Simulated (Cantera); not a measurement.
A closed system holds: 1 mol trisilylamine, 0.41 mol NH3, held at 1702 °C and 77.0 Pa.

Cantera equilibrium calculation (NASA polynomials, part measured and part estimated; ideal gas, pure solids and liquids). Candidate condensed phases: Si, Si3N4; 18 gas species. The feed counts by its element totals alone. The tables' values for SiN are old estimates; treat these amounts as uncertain. Gases not in the tables: Si2H6 and higher silanes. Kinetics and transport are ignored.

Base state: H2 0.799, N2 0.113, H 0.0441, Si 0.0420, SiH 0.000750, Si2 0.000409, Si2N 0.000146, SiN 0.000108 (mole fractions); condensed: Si(l).

Task: What changes in the equilibrium state with this change: pressure from 77.0 Pa to 1.00 bar?

Result: 
```tsv
species	before	after
H2	0.799	0.881
N2	0.113	0.118
H	0.0441	0.00128
Si	0.0420	3.23e-5
SiH2	7.35e-5	8.10e-5
Si2	0.000409	3.15e-7
Si3	8.89e-5	6.84e-8
SiN	0.000108	3.07e-6
Si2N	0.000146	4.13e-6
SiH	0.000750	2.18e-5
Si(l), mol	2.72	2.97
Si3N4(s), mol	0	0.0103
```
Mutual solubility and eutectic melting of coexisting phases are not modelled.

Task: What changes in the equilibrium state with this change: 0.15 mol O2 added?

Result: 
| species | before | after |
|---|---|---|
| H2 | 0.799 | 0.760 |
| N2 | 0.113 | 0.108 |
| SiO | 0 | 0.0459 |
| H | 0.0441 | 0.0430 |
| Si | 0.0420 | 0.0420 |
| SiH2 | 7.35e-5 | 6.99e-5 |
| SiH | 0.000750 | 0.000731 |
| SiN | 0.000108 | 0.000106 |
| Si2N | 0.000146 | 0.000142 |
| Si(l), mol | 2.72 | 2.41 |
Further candidate phases: H2O, SiO2, Si2N2O.

Task: What changes in the equilibrium state with this change: temperature from 1702 °C to 1675 °C?

Result: 
```tsv
species	before	after
H2	0.799	0.817
N2	0.113	0.115
H	0.0441	0.0368
Si	0.0420	0.0302
Si2	0.000409	0.000275
Si3	8.89e-5	6.05e-5
SiN	0.000108	8.40e-5
Si(l), mol	2.72	2.80
```
